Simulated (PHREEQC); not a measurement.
Dissolve 0.0025 mol MnSO4, 0.00032 mol MgSO4, 0.00083 mol NaF and 0.00084 mol Na2SO4 per kg of water at 37 °C. Closed to the air; pH follows from the charge balance.

Computed with PHREEQC (ion-association model, wateq4f.dat).

Precipitation was switched off in this run.

**Question.** Estimate the pH.

**Answer.** pH 6.68.

**Question.** In which forms is Na present?

**Answer.** Na+ 99 %, NaSO4- 1.0 % of the Na.

Away from 25 °C the constants follow the database's enthalpies or fits; those with neither stay at their 25 °C values.
